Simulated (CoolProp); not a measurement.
Ammonia along the isotherm 188.35 °C: density (kg/m³) from the reference equation and from simpler models built on Tc = 132.4 °C, pc = 11360 kPa, ω = 0.256; each cubic takes its own stable root.

Computed with CoolProp (reference Helmholtz-energy equation of state, Gao 2020).

```
p (kPa)          phase  reference  ideal gas  van der Waals  Soave-Redlich-Kwong
-------  -------------  ---------  ---------  -------------  -------------------
3790               gas      18.29      16.82          18.21                18.18
7580               gas      40.42      33.64          40.24                39.77
11400    supercritical      68.79      50.60          69.30                66.52
15200    supercritical      107.0      67.46          113.2                100.3
18900    supercritical      159.0      83.88          171.9                140.8
22700    supercritical      224.2      100.8          207.9                183.6
26500    supercritical      280.1      117.6          228.5                218.6
30300    supercritical      318.8      134.5          242.8                245.2
34100    supercritical      346.3      151.3          253.8                266.0
37900    supercritical      367.3      168.2          262.7                283.0
41700    supercritical      384.2      185.1          270.2                297.3
45500    supercritical      398.3      201.9          276.8                309.6
49200    supercritical      410.1      218.4          282.4                320.1
53000    supercritical      420.8      235.2          287.5                329.8
56800    supercritical      430.3      252.1          292.2                338.6
```
